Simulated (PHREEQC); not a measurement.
Solution (94 °C): 0.0012 mol/kgw KH2PO4 and 5.5e-05 mol/kgw KOH. Closed to the air; pH follows from the charge balance.

Computed with PHREEQC (ion-association model, wateq4f.dat).

This is a speciation only: nothing precipitates in the calculation.

Task: Predict the pH.

Result: pH 5.71.

Task: In which forms is P present?

Result: H2PO4- 95 %, HPO4-2 4.8 % of the P.

H3PO4, which wateq4f.dat lacks, is added to it with the constant of phreeqc.dat. At this temperature some constants are extrapolated from 25 °C, and those without enthalpy data are left unchanged.
